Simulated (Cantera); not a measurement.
An adiabatic, constant-volume homogeneous reactor starts with C₂H₄ : O₂ : N₂ : CO₂ = 1 : 4.11 : 15.5 : 1.2 (molar parts), equivalence ratio 0.73, at 1425 K and 910000 Pa. Integrator tolerance rtol = 1e-08.

Detailed kinetics in Cantera: GRI-Mech 3.0 (53 species, 325 reactions). GRI-Mech 3.0 was tuned for natural gas; its chemistry of ethylene as a main component is partial and can be far from experiment.

Problem. What does this change do: pressure from 910000 Pa to 1800000 Pa?

Solution. 
```json
[
 {"quantity": "time of steepest temperature rise", "before": "12.9 µs", "after": "14.3 µs"},
 {"quantity": "temperature at 0.300 s", "before": "2885 K", "after": "2926 K"},
 {"quantity": "equilibrium temperature", "before": "2885 K", "after": "2926 K"},
 {"quantity": "x(C₂H₄) at 0.300 s", "before": "<1e-12 (gas-phase equilibrium <1e-12)", "after": "<1e-12 (gas-phase equilibrium <1e-12)"},
 {"quantity": "x(O₂) at 0.300 s", "before": "0.0500 (gas-phase equilibrium 0.0500)", "after": "0.0484 (gas-phase equilibrium 0.0484)"},
 {"quantity": "x(CO₂) at 0.300 s", "before": "0.118 (gas-phase equilibrium 0.118)", "after": "0.121 (gas-phase equilibrium 0.121)"},
 {"quantity": "x(OH) at 0.300 s", "before": "0.0124 (gas-phase equilibrium 0.0124)", "after": "0.0114 (gas-phase equilibrium 0.0114)"},
 {"quantity": "x(N₂O) at 0.300 s", "before": "4.30e-6 (gas-phase equilibrium 4.30e-6)", "after": "6.34e-6 (gas-phase equilibrium 6.34e-6)"}
]
```
The pressure lies above the range GRI-Mech 3.0 was tuned for (to about 10 atm).

Problem. What does this change do: initial temperature 1425 to 1250 K?

Solution. 
| quantity | before | after |
|---|---|---|
| time of steepest temperature rise | 12.9 µs | 0.312 ms |
| temperature at 0.300 s | 2885 K | 2811 K |
| equilibrium temperature | 2885 K | 2811 K |
| x(C₂H₄) at 0.300 s | <1e-12 (gas-phase equilibrium <1e-12) | <1e-12 (gas-phase equilibrium <1e-12) |
| x(O₂) at 0.300 s | 0.0500 (gas-phase equilibrium 0.0500) | 0.0487 (gas-phase equilibrium 0.0487) |
| x(CO₂) at 0.300 s | 0.118 (gas-phase equilibrium 0.118) | 0.125 (gas-phase equilibrium 0.125) |
| x(OH) at 0.300 s | 0.0124 (gas-phase equilibrium 0.0124) | 0.0102 (gas-phase equilibrium 0.0102) |
| x(N₂O) at 0.300 s | 4.30e-6 (gas-phase equilibrium 4.30e-6) | 4.05e-6 (gas-phase equilibrium 4.05e-6) |

Problem. What does this change do: initial temperature 1425 to 1373 K?

Solution. 
```json
[
 {"quantity": "time of steepest temperature rise", "before": "12.9 µs", "after": "25.9 µs"},
 {"quantity": "temperature at 0.300 s", "before": "2885 K", "after": "2863 K"},
 {"quantity": "equilibrium temperature", "before": "2885 K", "after": "2863 K"},
 {"quantity": "x(C₂H₄) at 0.300 s", "before": "<1e-12 (gas-phase equilibrium <1e-12)", "after": "<1e-12 (gas-phase equilibrium <1e-12)"},
 {"quantity": "x(O₂) at 0.300 s", "before": "0.0500 (gas-phase equilibrium 0.0500)", "after": "0.0496 (gas-phase equilibrium 0.0496)"},
 {"quantity": "x(CO₂) at 0.300 s", "before": "0.118 (gas-phase equilibrium 0.118)", "after": "0.120 (gas-phase equilibrium 0.120)"},
 {"quantity": "x(OH) at 0.300 s", "before": "0.0124 (gas-phase equilibrium 0.0124)", "after": "0.0117 (gas-phase equilibrium 0.0117)"},
 {"quantity": "x(N₂O) at 0.300 s", "before": "4.30e-6 (gas-phase equilibrium 4.30e-6)", "after": "4.22e-6 (gas-phase equilibrium 4.22e-6)"}
]
```
